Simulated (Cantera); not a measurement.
Cantera run, input and output.

```python
import numpy as np
import cantera as ct

gas = ct.Solution("gri30.yaml")
gas.TPX = 1025, 870000, {'CO': 1, 'H2': 0.51, 'CH4': 0.21, 'O2': 2.1, 'N2': 7.89, 'H2O': 2.3}
reactor = ct.IdealGasReactor(gas, energy="on", clone=False)
net = ct.ReactorNet([reactor])
net.rtol, net.atol = 1e-08, 1e-16
show = ['CO', 'H2', 'CH4', 'CH2', 'H2O2', 'NO']
times = np.geomspace(6e-06, 0.2, 15)

steps = ct.SolutionArray(gas, extra=["t"])
rows = []
print(f"{'t/s':>10s}{'T/K':>9s}{'P/Pa':>11s}" + "".join(f"{s:>11s}" for s in show))
for t in times:
    while net.time < t:
        t_next = net.step()
        steps.append(gas.state, t=t_next)
    rows.append([np.interp(t, steps.t, y) for y in (steps.T, steps.P, *steps(*show).X.T)])
    print(f"{t:10.3e}{rows[-1][0]:9.1f}{rows[-1][1]:11.4g}" + "".join(f"{x:11.3e}" for x in rows[-1][2:]))
rate = np.gradient(steps.T, steps.t)
print("integrator steps:", len(steps.t))
if steps.T.max() > steps.T[0] + 200:
    print(f"time of steepest temperature rise: {steps.t[rate.argmax()]:.4e} s")
gas.TPX = 1025, 870000, {'CO': 1, 'H2': 0.51, 'CH4': 0.21, 'O2': 2.1, 'N2': 7.89, 'H2O': 2.3}
gas.equilibrate("UV")
print(f"equilibrium (UV): T = {gas.T:.1f} K  " + "  ".join(f"{s} {gas[s].X[0]:.3e}" for s in show))
```

Output:

```
       t/s      T/K       P/Pa         CO         H2        CH4        CH2       H2O2         NO
 6.000e-06   1025.0    8.7e+05  7.138e-02  3.640e-02  1.499e-02  2.071e-19  2.883e-12  8.268e-22
 1.262e-05   1025.0    8.7e+05  7.138e-02  3.640e-02  1.499e-02  4.735e-19  1.418e-11  2.016e-21
 2.656e-05   1025.0    8.7e+05  7.138e-02  3.640e-02  1.499e-02  1.064e-18  6.839e-11  4.844e-21
 5.589e-05   1025.0    8.7e+05  7.138e-02  3.640e-02  1.499e-02  2.461e-18  3.269e-10  1.202e-20
 1.176e-04   1025.0    8.7e+05  7.138e-02  3.640e-02  1.499e-02  6.653e-18  1.534e-09  3.245e-20
 2.474e-04   1025.0    8.7e+05  7.138e-02  3.640e-02  1.499e-02  2.391e-17  7.040e-09  1.043e-19
 5.206e-04   1025.0    8.7e+05  7.138e-02  3.640e-02  1.499e-02  1.229e-16  3.267e-08  4.613e-19
 1.095e-03   1025.1  8.701e+05  7.137e-02  3.640e-02  1.499e-02  1.093e-15  1.780e-07  3.638e-18
 2.305e-03   1025.9  8.707e+05  7.133e-02  3.636e-02  1.499e-02  2.023e-14  1.783e-06  6.852e-17
 4.850e-03   1034.7  8.778e+05  7.094e-02  3.596e-02  1.492e-02  4.907e-13  2.794e-05  1.576e-15
 1.020e-02   2317.0  1.864e+06  1.034e-03  4.887e-04  1.001e-18  2.897e-19  1.256e-06  8.942e-04
 2.147e-02   2309.5  1.858e+06  1.001e-03  4.750e-04  9.154e-19  2.528e-19  1.216e-06  4.185e-03
 4.518e-02   2303.3  1.853e+06  9.746e-04  4.640e-04  8.480e-19  2.247e-19  1.185e-06  6.869e-03
 9.505e-02   2301.6  1.852e+06  9.675e-04  4.610e-04  8.301e-19  2.175e-19  1.176e-06  7.598e-03
 2.000e-01   2301.5  1.852e+06  9.672e-04  4.609e-04  8.294e-19  2.172e-19  1.176e-06  7.628e-03
integrator steps: 2123
time of steepest temperature rise: 7.9324e-03 s
equilibrium (UV): T = 2301.5 K  CO 9.672e-04  H2 4.609e-04  CH4 1.180e-18  CH2 3.756e-19  H2O2 1.176e-06  NO 7.628e-03
```

Cantera simulation using GRI-Mech 3.0 (53 species, 325 reactions); the numbers are that mechanism's predictions, not measurements.
